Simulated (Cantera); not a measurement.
A closed system holds: 1 mol Cu, 0.32 mol H₂O, 4.5 mol N₂, at 1798.15 K and 0.000780 bar.

These are equilibrium values from Cantera (NASA tables, ideal gas, pure condensed phases), not measurements of a reactor. Candidate condensed phases: Cu, CuO, Cu(OH)₂, Cu₂O, H₂O; 27 gas species. Rates play no part.

Base state: N₂ 0.771, Cu 0.171, H₂O 0.0513, H₂ 0.00285, O₂ 0.00116, OH 0.000797, H 0.000674, NO 0.000304 (mole fractions); condensed: gas only.

### Question
What changes in the equilibrium state with this change: temperature from 1798.15 K to 700 K?

### Answer
| species | before | after |
|---|---|---|
| N₂ | 0.771 | 0.934 |
| H₂O | 0.0513 | 0.0664 |
| H₂ | 0.00285 | 1.02e-8 |
| Cu | 0.171 | <1e-9 |
| O₂ | 0.00116 | <1e-9 |
| OH | 0.000797 | <1e-9 |
| H | 0.000674 | <1e-9 |
| NO | 0.000304 | <1e-9 |
| O | 0.000146 | <1e-9 |
| Cu(s), mol | 0 | 1.00 |
